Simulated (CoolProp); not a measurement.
Properties of dry air at several states (Tc = -140.6 °C, pc = 3786 kPa, ω = 0.034).

Values from CoolProp's reference Helmholtz-energy equation of state, Lemmon 2000. It is a pseudo-pure fit of the blend.

```
T (°C)  p (kPa)  phase  speed of sound (m/s)  viscosity (µPa s)
------  -------  -----  --------------------  -----------------
630.75     1290    gas                 593.3               40.6
-72.15     38.1    gas                 284.3               13.4
142.45     29.2    gas                 407.9               23.7
553.95     79.6    gas                 566.5               38.2
-90.65     12.2    gas                 270.9               12.3
```

Viscosity comes from a separate model (Lemmon 2004).
